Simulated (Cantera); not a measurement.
**Equilibrium for aluminium nitride and oxide growth: AlCl3 + NH3 + H2**

Feed: 1 mol AlCl3, 160 mol NH3, 16 mol H2, held at 1.73 Torr.

Equilibrium computed with Cantera from the NASA thermochemical tables; the gas is ideal and each condensed phase is pure. Candidate condensed phases: Al, AlCl3, AlN, NH4Cl; 20 gas species. The tables' values for AlCl2 are old estimates; treat these amounts as uncertain. The numbers say what is thermodynamically allowed, not how fast it happens.

From 873 K to 1473 K the condensed part is AlN(s). At 1573 K nothing is condensed. The main Al-bearing gas is AlCl3 at 873 K and AlCl at 1573 K. The share of Al in condensed phases is highest at 873 K (99.4 %) and lowest at 1573 K (0.0 %).

```csv
T (K),x H2,x N2,x HCl,x AlCl,x H,x AlCl2,x AlCl3,n AlN(s)
873,0.755,0.236,0.00885,9.08e-12,8.48e-10,5.75e-10,1.78e-5,0.994
973,0.755,0.236,0.00884,1.39e-9,1.96e-8,1.31e-8,2.17e-5,0.993
1073,0.755,0.236,0.00882,8.21e-8,2.54e-7,1.66e-7,2.56e-5,0.991
1173,0.755,0.236,0.00881,2.39e-6,2.14e-6,1.35e-6,2.91e-5,0.989
1273,0.755,0.236,0.00875,4.04e-5,1.29e-5,7.77e-6,3.20e-5,0.973
1373,0.755,0.236,0.00832,0.000429,6.03e-5,3.14e-5,3.02e-5,0.835
1473,0.754,0.237,0.00617,0.00254,0.000229,6.28e-5,1.34e-5,0.116
1573,0.754,0.237,0.00587,0.00292,0.000736,3.45e-5,2.45e-6,0
```
x: gas mole fraction; n: condensed amount in mol.
